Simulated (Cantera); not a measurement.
**Ammonia decomposition in nitride growth gas**

An isothermal, constant-pressure homogeneous reactor starts with NH3 : H2 = 1 : 0.17 (molar parts), at 1725 K and 165 Torr.

Cantera simulation using the gas-phase N/H chemistry of the illustrative SiF4/NH3 mechanism in the Surface Chemkin manual (1991); the numbers are that mechanism's predictions, not measurements. Walls and surfaces, which speed up NH3 decomposition in real reactors, are not modelled.

```csv
t (s),x NH3,x H2,x N,x N2,x N2H2
5.00e-6,0.855,0.145,<1e-12,<1e-12,<1e-12
1.55e-5,0.855,0.145,<1e-12,<1e-12,1.06e-11
4.82e-5,0.855,0.145,<1e-12,1.28e-11,2.52e-10
0.000150,0.855,0.145,1.14e-11,2.19e-9,4.30e-9
0.000464,0.855,0.145,3.91e-10,2.10e-7,5.44e-8
0.00144,0.854,0.145,8.36e-9,1.06e-5,5.59e-7
0.00447,0.854,0.146,3.26e-8,0.000190,1.73e-6
0.0139,0.851,0.148,3.43e-8,0.000947,1.78e-6
0.0431,0.842,0.154,3.49e-8,0.00328,1.75e-6
0.134,0.816,0.173,3.65e-8,0.0103,1.65e-6
0.415,0.743,0.227,4.04e-8,0.0301,1.40e-6
1.29,0.568,0.354,4.63e-8,0.0771,9.14e-7
4.00,0.292,0.556,5.13e-8,0.152,3.48e-7
```
x: mole fraction; the columns are a selection and need not sum to one.

Equilibrium at this temperature and pressure: NH3 2.42e-6, H2 0.769, N 9.26e-12, N2 0.230, N2H2 <1e-12 (gas phase only).
